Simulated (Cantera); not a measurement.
## Ignition delay

Mixture: CH4 : O2 : N2 = 1 : 1.82 : 6.84 (molar parts), equivalence ratio 1.1, at 2300000 Pa, adiabatic and at constant pressure. Ignition delay is the time to a rise of 400 K.

Cantera simulation using GRI-Mech 3.0 (53 species, 325 reactions); the numbers are that mechanism's predictions, not measurements. The pressure lies above the range GRI-Mech 3.0 was tuned for (to about 10 atm).

```tsv
T0 (K)	delay (ms)
1150	3.61
1225	1.44
1300	0.630
1375	0.293
1450	0.143
1525	0.0729
1600	0.0385
1675	0.0211
1750	0.0120
1825	0.00709
```

```
Quantity                                                Result
--------------------------------------------------  ----------
apparent activation energy between 1675 and 1825 K  180 kJ/mol
```
